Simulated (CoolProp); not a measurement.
Saturation properties of propane (Tc = 96.7 °C, pc = 4.251 MPa, ω = 0.152).

Computed with CoolProp (reference Helmholtz-energy equation of state, Lemmon 2009).

```json
[
 {"T (°C)": "-2.35", "p (MPa)": "0.4413", "enthalpy of vaporisation (kJ/kg)": "378.1", "liquid conductivity (mW/(m K))": "(withheld)"},
 {"T (°C)": "1.15", "p (MPa)": "0.4913", "enthalpy of vaporisation (kJ/kg)": "(withheld)", "liquid conductivity (mW/(m K))": "106"},
 {"T (°C)": "4.55", "p (MPa)": "0.5439", "enthalpy of vaporisation (kJ/kg)": "368.4", "liquid conductivity (mW/(m K))": "104"},
 {"T (°C)": "7.95", "p (MPa)": "0.6004", "enthalpy of vaporisation (kJ/kg)": "363.4", "liquid conductivity (mW/(m K))": "102"},
 {"T (°C)": "11.45", "p (MPa)": "(withheld)", "enthalpy of vaporisation (kJ/kg)": "358.1", "liquid conductivity (mW/(m K))": "100"},
 {"T (°C)": "14.85", "p (MPa)": "0.7285", "enthalpy of vaporisation (kJ/kg)": "352.7", "liquid conductivity (mW/(m K))": "98.7"},
 {"T (°C)": "18.25", "p (MPa)": "0.7985", "enthalpy of vaporisation (kJ/kg)": "347.2", "liquid conductivity (mW/(m K))": "97.1"},
 {"T (°C)": "21.75", "p (MPa)": "(withheld)", "enthalpy of vaporisation (kJ/kg)": "341.4", "liquid conductivity (mW/(m K))": "95.4"},
 {"T (°C)": "25.15", "p (MPa)": "0.9557", "enthalpy of vaporisation (kJ/kg)": "335.5", "liquid conductivity (mW/(m K))": "93.8"},
 {"T (°C)": "28.55", "p (MPa)": "1.041", "enthalpy of vaporisation (kJ/kg)": "329.4", "liquid conductivity (mW/(m K))": "92.2"},
 {"T (°C)": "32.05", "p (MPa)": "1.134", "enthalpy of vaporisation (kJ/kg)": "(withheld)", "liquid conductivity (mW/(m K))": "90.6"}
]
```

Problem. Fill in the missing entries.

Solution. 
- -2.35, liquid conductivity (mW/(m K)): 107
- 1.15, enthalpy of vaporisation (kJ/kg): 373.3
- 11.45, p (MPa): 0.6631
- 21.75, p (MPa): 0.8757
- 32.05, enthalpy of vaporisation (kJ/kg): 322.9

It boils at -42.1 °C under 1 atm.

Thermal conductivity comes from a separate model (Marsh 2002).
